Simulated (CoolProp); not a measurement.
Properties of ammonia along the isotherm 291.4 K.

Model: reference Helmholtz-energy equation of state, Gao 2020, in CoolProp.

```json
[
 {"p (MPa)": "0.316", "phase": "gas", "cp (kJ/(kg K))": "2.371", "Joule-Thomson coefficient (K/MPa)": "30.12", "viscosity (µPa s)": "9.78", "Prandtl number": "0.942", "fugacity coefficient": "0.9643"},
 {"p (MPa)": "0.464", "phase": "gas", "cp (kJ/(kg K))": "2.535", "Joule-Thomson coefficient (K/MPa)": "29.60", "viscosity (µPa s)": "9.73", "Prandtl number": "0.995", "fugacity coefficient": "0.9476"},
 {"p (MPa)": "0.681", "phase": "gas", "cp (kJ/(kg K))": "2.815", "Joule-Thomson coefficient (K/MPa)": "28.88", "viscosity (µPa s)": "9.66", "Prandtl number": "1.08", "fugacity coefficient": "0.9229"},
 {"p (MPa)": "1", "phase": "liquid", "cp (kJ/(kg K))": "4.723", "Joule-Thomson coefficient (K/MPa)": "-0.1025", "viscosity (µPa s)": "141", "Prandtl number": "1.32", "fugacity coefficient": "0.7373"},
 {"p (MPa)": "1.47", "phase": "liquid", "cp (kJ/(kg K))": "4.718", "Joule-Thomson coefficient (K/MPa)": "-0.1036", "viscosity (µPa s)": "141", "Prandtl number": "1.32", "fugacity coefficient": "0.5042"},
 {"p (MPa)": "2.15", "phase": "liquid", "cp (kJ/(kg K))": "4.711", "Joule-Thomson coefficient (K/MPa)": "-0.1051", "viscosity (µPa s)": "142", "Prandtl number": "1.32", "fugacity coefficient": "0.3475"},
 {"p (MPa)": "3.16", "phase": "liquid", "cp (kJ/(kg K))": "4.700", "Joule-Thomson coefficient (K/MPa)": "-0.1073", "viscosity (µPa s)": "143", "Prandtl number": "1.32", "fugacity coefficient": "0.2392"},
 {"p (MPa)": "4.64", "phase": "liquid", "cp (kJ/(kg K))": "4.685", "Joule-Thomson coefficient (K/MPa)": "-0.1105", "viscosity (µPa s)": "144", "Prandtl number": "1.32", "fugacity coefficient": "0.1656"},
 {"p (MPa)": "6.81", "phase": "liquid", "cp (kJ/(kg K))": "4.664", "Joule-Thomson coefficient (K/MPa)": "-0.1150", "viscosity (µPa s)": "146", "Prandtl number": "1.32", "fugacity coefficient": "0.1157"},
 {"p (MPa)": "10", "phase": "liquid", "cp (kJ/(kg K))": "4.635", "Joule-Thomson coefficient (K/MPa)": "-0.1211", "viscosity (µPa s)": "148", "Prandtl number": "1.32", "fugacity coefficient": "0.08169"},
 {"p (MPa)": "14.7", "phase": "liquid", "cp (kJ/(kg K))": "4.596", "Joule-Thomson coefficient (K/MPa)": "-0.1292", "viscosity (µPa s)": "152", "Prandtl number": "1.32", "fugacity coefficient": "0.05860"},
 {"p (MPa)": "21.5", "phase": "liquid", "cp (kJ/(kg K))": "4.546", "Joule-Thomson coefficient (K/MPa)": "-0.1397", "viscosity (µPa s)": "157", "Prandtl number": "1.32", "fugacity coefficient": "0.04324"},
 {"p (MPa)": "31.6", "phase": "liquid", "cp (kJ/(kg K))": "4.485", "Joule-Thomson coefficient (K/MPa)": "-0.1527", "viscosity (µPa s)": "165", "Prandtl number": "1.33", "fugacity coefficient": "0.03291"},
 {"p (MPa)": "46.4", "phase": "liquid", "cp (kJ/(kg K))": "4.413", "Joule-Thomson coefficient (K/MPa)": "-0.1680", "viscosity (µPa s)": "175", "Prandtl number": "1.34", "fugacity coefficient": "0.02637"},
 {"p (MPa)": "68.1", "phase": "liquid", "cp (kJ/(kg K))": "4.333", "Joule-Thomson coefficient (K/MPa)": "-0.1848", "viscosity (µPa s)": "189", "Prandtl number": "1.36", "fugacity coefficient": "0.02271"},
 {"p (MPa)": "100", "phase": "liquid", "cp (kJ/(kg K))": "4.252", "Joule-Thomson coefficient (K/MPa)": "-0.2019", "viscosity (µPa s)": "209", "Prandtl number": "1.38", "fugacity coefficient": "0.02167"}
]
```

Viscosity comes from a separate model (Fenghour 1995). Thermal conductivity comes from a separate model (Tufeu 1984).
